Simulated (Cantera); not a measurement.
Charge: 1 mol Si, 4.6 mol HCl, 16 mol H2, equilibrated at 1498.15 K and 75.0 Torr.

Method: chemical equilibrium by Gibbs-energy minimisation in Cantera with the NASA 1993 tables (ideal gas, pure condensed phases). Candidate condensed phases: Si; 19 gas species. The tables' values for SiCl3 are old estimates; treat these amounts as uncertain. The numbers say what is thermodynamically allowed, not how fast it happens.

Base state: H2 0.833, HCl 0.119, SiCl2 0.0418, SiCl3 0.00433, SiCl4 0.00143, SiHCl3 0.00104, SiH2Cl2 0.000119, H 4.97e-5 (mole fractions); condensed: gas only.

Q: What changes in the equilibrium state with this change: Si replaced by SiCl4?

A: 
```
species   before    after
-------  -------  -------
H2         0.833    0.682
HCl        0.119    0.273
SiCl2     0.0418   0.0290
SiCl4    0.00143  0.00644
Cl       5.70e-6  1.45e-5
SiCl3    0.00433  0.00764
```

Q: What changes in the equilibrium state with this change: HCl from 4.6 to 0.73 mol?

A: 
```csv
species,before,after
H2,0.833,0.961
HCl,0.119,0.0350
SiCl2,0.0418,0.00408
SiCl4,0.00143,1.05e-5
SiCl3,0.00433,0.000116
"Si(s), mol",0,0.929
```
